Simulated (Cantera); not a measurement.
Feed: 1 mol SiHCl3, 27 mol N2, 1.9 mol H2, held at 1698.15 K and 0.530 bar.

Equilibrium computed with Cantera from the NASA thermochemical tables; the gas is ideal and each condensed phase is pure. Candidate condensed phases: NH4Cl, Si, Si3N4; 28 gas species. The tables' values for SiCl3 are old estimates; treat these amounts as uncertain. Rates play no part.

Base state: N2 0.874, HCl 0.0712, H2 0.0432, SiCl2 0.00925, SiCl3 0.00187, SiCl4 0.000749, SiHCl3 8.76e-5, Cl 5.30e-5 (mole fractions); condensed: Si3N4(s).

Task: What changes in the equilibrium state with this change: H2 from 1.9 to 63 mol?

Result: 
```json
[
 {"species": "H2", "before": "0.0432", "after": "0.679"},
 {"species": "N2", "before": "0.874", "after": "0.288"},
 {"species": "HCl", "before": "0.0712", "after": "0.0323"},
 {"species": "SiCl2", "before": "0.00925", "after": "0.000254"},
 {"species": "SiCl4", "before": "0.000749", "after": "2.70e-7"},
 {"species": "SiCl3", "before": "0.00187", "after": "5.89e-6"},
 {"species": "Si3N4(s), mol", "before": "0.212", "after": "0.325"}
]
```

Task: What changes in the equilibrium state with this change: N2 from 27 to 16 mol?

Result: 
| species | before | after |
|---|---|---|
| N2 | 0.874 | 0.803 |
| HCl | 0.0712 | 0.108 |
| H2 | 0.0432 | 0.0693 |
| SiCl2 | 0.00925 | 0.0142 |
| SiHCl3 | 8.76e-5 | 0.000205 |
| SiCl4 | 0.000749 | 0.00166 |
| SiCl3 | 0.00187 | 0.00346 |
| Si3N4(s), mol | 0.212 | 0.207 |
